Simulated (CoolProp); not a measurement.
Vapour-liquid equilibrium of toluene (1) + m-xylene (2) at 9.45 bar; x and y are mole fractions of (1).

Values from CoolProp's multi-fluid Helmholtz-energy mixture model, Lemmon 2006 and Zhou 2012; pair parameters Bell 2016.

```
x     bubble temperature (K)  y at the bubble point  dew temperature at overall composition x (K)  liquid density (mol/L)
----  ----------------------  ---------------------  --------------------------------------------  ----------------------
0.05              (withheld)                  0.074                                         519.0                   5.981
0.2                    512.0                  0.280                                         514.6              (withheld)
0.35              (withheld)             (withheld)                                    (withheld)                   6.336
0.5                    500.7                  0.611                                    (withheld)                   6.515
0.65                   495.8                  0.742                                         499.2                   6.695
0.8                    491.5                  0.858                                         493.7                   6.880
0.95                   487.7                  0.965                                         488.2                   7.073
```

Question: Complete the blanks.

Answer: 
- 0.05, bubble temperature (K): 518.3
- 0.2, liquid density (mol/L): 6.158
- 0.35, bubble temperature (K): 506.1
- 0.35, y at the bubble point: 0.459
- 0.35, dew temperature at overall composition x (K): 509.8
- 0.5, dew temperature at overall composition x (K): 504.6

No azeotrope shows between x = 0.05 and 0.95.

Pair parameters are fitted to limited data, so mixtures are less certain than the pure fluids.
